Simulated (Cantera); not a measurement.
Input (Python, Cantera) and output of one run.

```python
import numpy as np
import cantera as ct

gas_names = """
    C CH CH2 CH3 CH2OH CH3O CH4 CH3OH CN CO CO2 COOH C2 C2H CHCO,ketyl C2H2,acetylene C2H2,vinylidene
    CH2CO,ketene C2H3,vinyl CH3CN CH3CO,acetyl C2H4 C2H4O,ethylen CH3CHO,ethanal CH3COOH (HCOOH)2 C2H5
    C2H6 CH3OCH3 C2H5OH CCN CNC C2N2 C2O C3 C3H3,propargyl C3H4,allene C3H4,propyne C3H4,cyclo-
    C3H5,allyl C3H6,propylene C3H6,cyclo- C3H6O C3H7,n-propyl C3H7,i-propyl C3H8 C3H8O,1propanol
    C3H8O,2propanol C3O2 C4 C4H2 C4H4,1,3-cyclo- C4H6,butadiene C4H6,2-butyne C4H6,cyclo- C4H8,1-butene
    C4H8,cis2-buten C4H8,tr2-butene C4H8,isobutene C4H8,cyclo- (CH3COOH)2 C4H9,n-butyl C4H9,i-butyl
    C4H9,s-butyl C4H9,t-butyl C4H10,isobutane C4H10,n-butane C4N2 C5 C5H6,1,3cyclo- C5H8,cyclo-
    C5H10,1-pentene C5H10,cyclo- C5H11,pentyl C5H11,t-pentyl C5H12,n-pentane C5H12,i-pentane
    CH3C(CH3)2CH3 C6H2 C6H5,phenyl C6H5O,phenoxy C6H6 C6H5OH,phenol C6H10,cyclo- C6H12,1-hexene
    C6H12,cyclo- C6H13,n-hexyl C7H7,benzyl C7H8 C7H8O,cresol C7H14,1-heptene C7H15,n-heptyl
    C7H16,n-heptane C8H8,styrene C8H10,ethylbenz C8H16,1-octene C8H17,n-octyl C8H18,isooctane
    C8H18,n-octane C9H19,n-nonyl C10H8,naphthale C10H21,n-decyl C12H9,o-bipheny C12H10,bipheny H HCN HCO
    HCCN HNC HNCO HNO HNO2 HNO3 HO2 H2 HCHO,formaldehy HCOOH H2O H2O2 N NCO NH NH2 NH3 NH2OH NO NO2 NO3
    N2 N2H2 N2H4 N2O O OH O2 O3 Si SiC SiC2 SiC4H12 SiH SiH2 SiH3 SiH4 SiN SiO SiO2 Si2 Si2C Si2N Si3
""".split()
cond_names = """
    C(gr) C6H6(L) C7H8(L) C8H18(L),n-octa H2O(s) H2O(L) Si(cr) Si(L) SiC(b) SiO2(Lqz) SiO2(hqz) SiO2(L)
    Si2N2O(s) Si3N4(a)
""".split()


def load(file, names, dense=False):
    # The tables refer to 1 bar. Condensed volumes are neglected.
    table = {s.name: s for s in ct.Species.list_from_file(file)}
    out = []
    for n in names:
        d = dict(table[n].input_data)
        d["thermo"] = dict(d["thermo"], **{"reference-pressure": 1e5})
        if dense:
            d["equation-of-state"] = {"model": "constant-volume", "density": "1e6 g/cm^3"}
        out.append(ct.Species.from_dict(d))
    return out


gas = ct.Solution(thermo="ideal-gas", species=load("nasa_gas.yaml", gas_names))
cond = {s.name: ct.Solution(thermo="fixed-stoichiometry", species=[s], name=s.name)
        for s in load("nasa_condensed.yaml", cond_names, dense=True)}
atoms = {
    'SiC': {'Si': 1, 'C': 1},
    'N2O': {'N': 2, 'O': 1},
    'H2': {'H': 2},
}
top_T = {'C(gr)': 4500, 'SiC(b)': 3050, 'Si2N2O(s)': 2100, 'Si3N4(a)': 2400}  # K; cautious upper limits of use, not melting points


def equilibrate(T, P, feed):
    n = {}
    for name, mol in feed.items():
        for a, k in atoms[name].items():
            n[a] = n.get(a, 0.0) + k * mol
    gas.TPX = T, P, n
    mass = sum(n.values()) * gas.mean_molecular_weight
    gas.equilibrate("TP")
    valid = [c for c in cond.values() if c.min_temp <= T <= top_T.get(c.name, c.max_temp)]
    mix = ct.Mixture([(gas, mass / gas.mean_molecular_weight)] + [(c, 0.0) for c in valid])
    mix.T, mix.P = T, P
    mix.equilibrate("TP", solver="vcs", rtol=1e-11, max_steps=5000)
    return mix


results = []
feed = {'SiC': 1, 'N2O': 0.012, 'H2': 12}  # mol
T = 1573.15  # K
P = 101325  # Pa
mix = equilibrate(T, P, feed)
results.append((T, P, feed, dict(zip(mix.species_names, mix.species_moles))))
x = sorted(zip(gas.X, gas.species_names), reverse=True)
print(f"T = {T:g} K  P = {P:g} Pa  gas = {mix.phase_moles(0):.4g} mol")
print("   x: " + "  ".join(f"{s} {v:.3e}" for v, s in x if v > 1e-06))
print("   condensed (mol): " + ("  ".join(f"{mix.phase(i).name} {mix.phase_moles(i):.4g}"
      for i in range(1, mix.n_phases) if mix.phase_moles(i) > 1e-12) or "none"))
```

Output:

```
T = 1573.15 K  P = 101325 Pa  gas = 12.01 mol
   x: H2 9.985e-01  N2 5.546e-04  CO 5.238e-04  CH4 3.783e-04  H 4.043e-05  SiO 3.294e-05  HCN 8.308e-06  H2O 2.695e-06  NH3 1.195e-06
   condensed (mol): SiC(b) 0.989  Si2N2O(s) 0.005282
```

Equilibrium computed with Cantera from the NASA thermochemical tables; the gas is ideal and each condensed phase is pure. Mutual solubility and eutectic melting of coexisting phases are not modelled.
